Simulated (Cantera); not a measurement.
An isothermal, constant-pressure homogeneous reactor starts with 50.0 % NH3, 50.0 % N2, at 2225 K and 53000 Pa.

Cantera simulation using the gas-phase N/H chemistry of the illustrative SiF4/NH3 mechanism in the Surface Chemkin manual (1991); the numbers are that mechanism's predictions, not measurements. Walls and surfaces, which speed up NH3 decomposition in real reactors, are not modelled.

One state of this run: x NH3 = 0.302; x H2 = 0.197; x N = 3.37e-6; x N2H2 = 4.69e-6; x NH = 4.75e-5. x: mole fraction; the columns are a selection and need not sum to one.

Question: Which value of t (s) does it belong to?
(A) 6.18
(B) 0.00352
(C) 2.00e-6
(D) 40.0

Answer: B, 0.00352
